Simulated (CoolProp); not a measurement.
Saturation properties of tetradecamethylhexasiloxane (MD4M).

Values from CoolProp's reference Helmholtz-energy equation of state, Thol 2019.

```tsv
T (°C)	p (bar)	liquid density (kg/m³)	vapour density (kg/m³)	liquid cp (kJ/(kg K))	surface tension (mN/m)
205.25	0.2546	…	3.073	2.092	7.05
210.45	0.2960	698.0	3.553	2.102	6.77
215.65	0.3425	692.0	4.093	2.112	6.49
220.85	0.3947	686.0	4.696	2.123	6.22
226.05	0.4530	679.9	5.371	…	5.95
231.25	0.5179	673.6	6.123	2.143	5.68
236.45	0.5899	…	6.960	2.153	5.42
241.65	…	660.9	7.888	2.164	5.16
```

Question: Fill in the missing entries.

Answer: 
- 205.25, liquid density (kg/m³): 703.9
- 226.05, liquid cp (kJ/(kg K)): 2.133
- 236.45, liquid density (kg/m³): 667.3
- 241.65, p (bar): 0.6696

It boils at 259.7 °C under 1 atm.

Surface tension comes from a separate correlation (Mulero 2014), older than this fluid's equation and unchecked against measurements.
